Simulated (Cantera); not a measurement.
A closed system holds: 1 mol (CH3)2SiCl2, 0.023 mol C2H2, 9.9 mol H2, equilibrated at 2450 K and 67000 Pa.

Equilibrium computed with Cantera from the NASA thermochemical tables; the gas is ideal and each condensed phase is pure. Candidate condensed phases: C, C6H6, C7H8, C8H18, Si, SiC; 109 gas species. The feed counts by its element totals alone. The tables' values for SiCl, SiCl3 are old estimates; treat these amounts as uncertain. Gases not in the tables: Si2H6 and higher silanes. Kinetics and transport are ignored.

Base state: H2 0.833, HCl 0.126, H 0.0224, C2H2 (acetylene) 0.00727, SiCl2 0.00622, Cl 0.00241, Si 0.00103, SiCl 0.000585 (mole fractions); condensed: C(graphite) + SiC(s).

Problem. What changes in the equilibrium state with this change: temperature from 2450 K to 1300 K?

Solution. 
```
species             before    after
----------------  --------  -------
H2                   0.833    0.858
HCl                  0.126    0.135
CH4                7.58e-5  0.00388
H                   0.0224  1.25e-6
SiCl4              2.13e-7  0.00174
Si                 0.00103    <1e-9
SiCl              0.000585    <1e-9
SiC2              0.000230    <1e-9
SiH               0.000219    <1e-9
C(graphite), mol     0.952     1.03
SiC(s), mol          0.876    0.963
```
The tables' values for SiCl3 are old estimates; treat these amounts as uncertain.

Problem. What changes in the equilibrium state with this change: (CH3)2SiCl2 replaced by SiHCl3?

Solution. 
```csv
species,before,after
H2,0.833,0.770
HCl,0.126,0.150
SiCl2,0.00622,0.0447
H,0.0224,0.0215
C4H2,2.61e-5,4.92e-8
Si3,2.02e-7,2.11e-5
C2H2 (acetylene),0.00727,0.000303
"C(graphite), mol",0.952,0
"SiC(s), mol",0.876,0.0298
"Si(l), mol",0,0.282
```
Mutual solubility and eutectic melting of coexisting phases are not modelled.

Problem. What changes in the equilibrium state with this change: temperature from 2450 K to 2673 K?

Solution. 
```
species             before     after
----------------  --------  --------
H2                   0.833     0.783
HCl                  0.126     0.114
H                   0.0224    0.0554
C2H2 (acetylene)   0.00727    0.0167
Si                 0.00103   0.00832
Si2                5.41e-6   9.86e-5
SiC2              0.000230   0.00343
Si2C              0.000129   0.00180
C2H                1.26e-5  0.000120
C4H2               2.61e-5  0.000148
C(graphite), mol     0.952     0.811
SiC(s), mol          0.876     0.604
```
